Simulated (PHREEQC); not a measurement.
Solution (25 °C): 0.01 mol H3PO4, 0.0058 mol HF and 1.4e-06 mol H4SiO4 per kg of water. Closed to the air; pH follows from the charge balance.

Model: ion-association model, phreeqc.dat, run in PHREEQC.

This is a speciation only: nothing precipitates in the calculation.

### Question
Predict the pH.

### Answer
pH 2.24.

### Question
In which forms is P present?

### Answer
H2PO4- 56 %, H3PO4 44 % of the P.

SiF6-2 is the database's only silicon fluoride.
